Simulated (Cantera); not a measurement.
Feed: 1 mol AlCl₃, 38 mol NH₃, 89 mol H₂, 14 mol O₂, at 1725 K and 0.0100 bar.

These are equilibrium values from Cantera (NASA tables, ideal gas, pure condensed phases), not measurements of a reactor. Candidate condensed phases: Al, AlCl₃, AlN, Al₂O₃, H₂O, NH₄Cl; 45 gas species. Rates play no part.

Base state: H₂ 0.707, H₂O 0.159, N₂ 0.114, HCl 0.0180, H 0.00156, Cl 3.07e-5, OH 1.93e-5 (mole fractions); condensed: Al₂O₃(s).

Question: What changes in the equilibrium state with this change: temperature from 1725 K to 1848 K?

Answer: 
| species | before | after |
|---|---|---|
| H₂ | 0.707 | 0.705 |
| H₂O | 0.159 | 0.159 |
| N₂ | 0.114 | 0.114 |
| H | 0.00156 | 0.00445 |
| HCl | 0.0180 | 0.0179 |
| OH | 1.93e-5 | 7.37e-5 |
| Cl | 3.07e-5 | 8.59e-5 |
| Al₂O₃(s), mol | 0.500 | 0.500 |
